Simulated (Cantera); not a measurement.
Input (Python, Cantera):

```python
import numpy as np
import cantera as ct

gas = ct.Solution("gri30.yaml")


def delay(T, t_max=10):
    gas.TPX = T, 34000, {'CO': 1, 'H2': 1.1, 'CH4': 0.045, 'O2': 0.877, 'N2': 3.3}
    reactor = ct.IdealGasReactor(gas, clone=False)
    net = ct.ReactorNet([reactor])
    net.rtol, net.atol = 1e-8, 1e-16
    while net.time < t_max:
        t_old, T_old = net.time, reactor.T
        net.step()
        if reactor.T > T + 400:  # ignition: a rise of 400 K
            return t_old + (T + 400 - T_old) / (reactor.T - T_old) * (net.time - t_old)
    return np.nan


taus = []
for T in [850, 925, 1000, 1075, 1150, 1225, 1300, 1375, 1450, 1525]:
    taus.append(delay(T))
    print(f"T0 = {T:6g} K   tau = {taus[-1]:.4e} s")
```

It prints:

```
T0 =    850 K   tau = 3.4270e-02 s
T0 =    925 K   tau = 1.6677e-03 s
T0 =   1000 K   tau = 6.3258e-04 s
T0 =   1075 K   tau = 3.4290e-04 s
T0 =   1150 K   tau = 2.1590e-04 s
T0 =   1225 K   tau = 1.4967e-04 s
T0 =   1300 K   tau = 1.1195e-04 s
T0 =   1375 K   tau = 8.9427e-05 s
T0 =   1450 K   tau = 7.5890e-05 s
T0 =   1525 K   tau = 6.8288e-05 s
```

Model: GRI-Mech 3.0 (53 species, 325 reactions), integrated in Cantera. Below about 1000 K GRI-Mech 3.0 lacks low-temperature oxidation paths. Below about 950 K walls govern HO2 and H2O2 in real vessels. Where the delays flatten at high temperature, the 400 K rule measures the pace of heat release, not the induction time.
